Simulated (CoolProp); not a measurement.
A simple Rankine cycle with hexamethyldisiloxane (MM): condensing at 298.15 K, boiler at 0.0848 MPa, turbine inlet 407.7 K, turbine efficiency 0.8, pump efficiency 0.7, no recuperator. Each further row changes one setting.

Computed with CoolProp (reference Helmholtz-energy equation of state, Thol 2016).

```csv
case,thermal efficiency (%),net work (kJ/kg),heat in (kJ/kg),turbine exit temperature (K),volume ratio over the turbine
as stated,10.6,?,405,381.6,14.7
turbine inlet 427.7 K,10.2,45.1,441,401.3,14.7
condensing temperature 290.15 K,11.7,49.2,420,377.8,22.2
boiler pressure 0.0594 MPa,9.3,37.6,?,385.2,?
turbine efficiency 0.7,9.3,?,405,384.7,14.9
```

Task: Complete the blanks.

Result: 
- as stated, net work (kJ/kg): 42.9
- boiler pressure 0.0594 MPa, heat in (kJ/kg): 406
- boiler pressure 0.0594 MPa, volume ratio over the turbine: 10.3
- turbine efficiency 0.7, net work (kJ/kg): 37.5
